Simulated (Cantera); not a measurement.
An adiabatic, constant-volume homogeneous reactor starts with CH₄ : C₂H₆ : C₃H₈ : O₂ : N₂ = 1 : 0.25 : 0.034 : 1.32 : 4.98 (molar parts), equivalence ratio 2.3, at 1775 K and 10.0 bar. Integrator tolerance rtol = 1e-08.

Cantera simulation using GRI-Mech 3.0 (53 species, 325 reactions); the numbers are that mechanism's predictions, not measurements.

**Question.** What does this change do: initial temperature 1775 to 1523 K?

**Answer.** 
| quantity | before | after |
|---|---|---|
| time of steepest temperature rise | 5.17 µs | 24.8 µs |
| temperature at 0.300 s | 2928 K | 2728 K |
| equilibrium temperature | 2928 K | 2728 K |
| x(CH₄) at 0.300 s | 4.13e-9 (gas-phase equilibrium 4.61e-9) | 9.39e-9 (gas-phase equilibrium 1.05e-8) |
| x(C₂H₆) at 0.300 s | <1e-12 (gas-phase equilibrium <1e-12) | <1e-12 (gas-phase equilibrium <1e-12) |
| x(C₃H₈) at 0.300 s | <1e-12 (gas-phase equilibrium <1e-12) | <1e-12 (gas-phase equilibrium <1e-12) |
| x(NO₂) at 0.300 s | 6.54e-9 (gas-phase equilibrium 6.54e-9) | 1.22e-9 (gas-phase equilibrium 1.22e-9) |
| x(C₂H₄) at 0.300 s | <1e-12 (gas-phase equilibrium <1e-12) | <1e-12 (gas-phase equilibrium <1e-12) |
| x(H) at 0.300 s | 0.0124 (gas-phase equilibrium 0.0124) | 0.00605 (gas-phase equilibrium 0.00605) |
